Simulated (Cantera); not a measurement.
Premixed flame

A freely propagating, adiabatic, planar premixed flame of CH4 : H2 : O2 : N2 : CO2 = 1 : 0.24 : 2.59 : 9.72 : 0.38 (molar parts), equivalence ratio 0.82, unburnt at 325 K and 1.50 bar; mixture-averaged transport, grid criteria slope 0.08 and curve 0.16, no radiation.

Computed with Cantera and GRI-Mech 3.0 (53 species, 325 reactions). Burning velocities carry a grid error of a few per cent, more on coarse grids.

```json
[
 {"z (mm)": "-1.21", "T (K)": "325", "u (m/s)": "0.262", "x CH4": "0.0718", "x H2": "0.0169", "x O2": "0.186", "x CH2": "<1e-8", "x HCN": "<1e-8", "x H": "<1e-8"},
 {"z (mm)": "-0.804", "T (K)": "328", "u (m/s)": "0.264", "x CH4": "0.0717", "x H2": "0.0163", "x O2": "0.186", "x CH2": "<1e-8", "x HCN": "<1e-8", "x H": "<1e-8"},
 {"z (mm)": "-0.603", "T (K)": "338", "u (m/s)": "0.272", "x CH4": "0.0712", "x H2": "0.0156", "x O2": "0.185", "x CH2": "<1e-8", "x HCN": "<1e-8", "x H": "<1e-8"},
 {"z (mm)": "-0.402", "T (K)": "418", "u (m/s)": "0.336", "x CH4": "0.0670", "x H2": "0.0140", "x O2": "0.180", "x CH2": "<1e-8", "x HCN": "1.03e-8", "x H": "<1e-8"},
 {"z (mm)": "-0.201", "T (K)": "830", "u (m/s)": "0.673", "x CH4": "0.0456", "x H2": "0.0118", "x O2": "0.147", "x CH2": "1.05e-8", "x HCN": "1.07e-7", "x H": "8.69e-6"},
 {"z (mm)": "-0.101", "T (K)": "1218", "u (m/s)": "0.991", "x CH4": "0.0245", "x H2": "0.0107", "x O2": "0.110", "x CH2": "9.84e-7", "x HCN": "2.44e-7", "x H": "0.000163"},
 {"z (mm)": "0", "T (K)": "1582", "u (m/s)": "1.29", "x CH4": "0.00491", "x H2": "0.00845", "x O2": "0.0696", "x CH2": "1.37e-5", "x HCN": "4.36e-7", "x H": "0.00116"},
 {"z (mm)": "0.101", "T (K)": "1730", "u (m/s)": "1.40", "x CH4": "0.000201", "x H2": "0.00510", "x O2": "0.0496", "x CH2": "2.21e-6", "x HCN": "2.76e-7", "x H": "0.00206"},
 {"z (mm)": "0.201", "T (K)": "1792", "u (m/s)": "1.45", "x CH4": "4.83e-6", "x H2": "0.00384", "x O2": "0.0437", "x CH2": "7.39e-8", "x HCN": "8.07e-8", "x H": "0.00192"},
 {"z (mm)": "0.402", "T (K)": "1862", "u (m/s)": "1.50", "x CH4": "<1e-8", "x H2": "0.00289", "x O2": "0.0399", "x CH2": "<1e-8", "x HCN": "<1e-8", "x H": "0.00122"},
 {"z (mm)": "0.804", "T (K)": "1925", "u (m/s)": "1.54", "x CH4": "<1e-8", "x H2": "0.00173", "x O2": "0.0373", "x CH2": "<1e-8", "x HCN": "<1e-8", "x H": "0.000508"},
 {"z (mm)": "1.61", "T (K)": "1967", "u (m/s)": "1.57", "x CH4": "<1e-8", "x H2": "0.000812", "x O2": "0.0357", "x CH2": "<1e-8", "x HCN": "<1e-8", "x H": "0.000153"},
 {"z (mm)": "3.22", "T (K)": "1988", "u (m/s)": "1.59", "x CH4": "<1e-8", "x H2": "0.000357", "x O2": "0.0350", "x CH2": "<1e-8", "x HCN": "<1e-8", "x H": "4.37e-5"}
]
```
x: mole fraction of selected species; z is measured from the peak of heat release.

| Property | Result |
|---|---|
| laminar burning velocity | 26.2 cm/s |
| thermal thickness | 0.402 mm |
| peak x(CH2) | 1.38e-5 |
| peak x(HCN) | 4.47e-7 |
| peak x(H) | 0.00209 |
| grid points | 135 |
